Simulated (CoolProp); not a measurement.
Saturation properties of R1234ze(E) (Tc = 109.4 °C, pc = 3.635 MPa, ω = 0.313).

Computed with CoolProp (reference Helmholtz-energy equation of state, Thol 2016).

```
T (°C)    p (MPa)  enthalpy of vaporisation (kJ/kg)  liquid cp (kJ/(kg K))  vapour Z  vapour viscosity (µPa s)  liquid conductivity (mW/(m K))
------  ---------  --------------------------------  ---------------------  --------  ------------------------  ------------------------------
-93.75  0.0007048                             236.1                  1.217    0.9991                      7.33                             121
-81.95   0.002119                             229.6                  1.219    0.9978                      7.82                             116
-70.25   0.005424                             223.3                  1.224    0.9954                      8.31                             111
-58.45    0.01236                             217.1                  1.232    0.9913                      8.81                             106
-46.75    0.02529                             210.9                  1.244    0.9849                      9.30                             101
-34.95    0.04781                             204.5                  1.258    0.9758                      9.81                            96.4
-23.25    0.08379                             198.1                  1.275         …                      10.3                            91.8
-11.45     0.1390                             191.2                  1.295    0.9476                      10.8                            87.3
0.25            …                             184.0                  1.319    0.9278                      11.3                            83.0
12.05      0.3304                             176.2                  1.347    0.9035                      11.8                            78.7
23.75      0.4799                             167.9                  1.381    0.8747                      12.4                            74.6
35.55      0.6778                             158.6                  1.424    0.8405                      12.9                            70.7
47.25      0.9292                             148.3                  1.478    0.8008                      13.6                            66.9
59.05       1.248                             136.5                      …    0.7541                      14.3                            63.1
70.75       1.638                             122.9                  1.658    0.6995                      15.1                            59.6
```

Question: Fill in the missing entries.

Answer: 
- -23.25, vapour Z: 0.9636
- 0.25, p (MPa): 0.2186
- 59.05, liquid cp (kJ/(kg K)): 1.551

It boils at -19.0 °C under 1 atm.

Viscosity comes from a separate model (Bell 2016), an estimate that may be off by 10 % or more. Thermal conductivity comes from a separate model (Perkins 2011).
